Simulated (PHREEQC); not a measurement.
Dissolve 0.0019 mol/kgw NaBr, 0.051 mol/kgw FeCl2 and 0.026 mol/kgw LiCl at 18 °C. Closed to the air; pH follows from the charge balance.

Equilibrium calculation in PHREEQC: ion-association model, wateq4f.dat.

No solid was allowed to form.

Q: Estimate the pH.

A: pH 5.74.

Q: In which forms is Fe present?

A: Fe+2 95 %, FeCl+ 5.4 % of the Fe.
